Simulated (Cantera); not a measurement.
Ignition delay

Mixture: CH4 : CO : O2 : N2 = 1 : 0.058 : 3.62 : 13.6 (molar parts), at 100000 Pa, adiabatic and at constant volume. Ignition delay is the time to a rise of 400 K.

Model: GRI-Mech 3.0 (53 species, 325 reactions), integrated in Cantera.

```
T0 (K)  delay (ms)
------  ----------
1125           103
1225          23.2
1325          6.17
1425          1.95
1525         0.735
1625         0.326
1725         0.163
1825        0.0897
1925        0.0529
2025        0.0330
```

```
Item                                                    Result
--------------------------------------------------  ----------
apparent activation energy between 1825 and 2025 K  150 kJ/mol
```
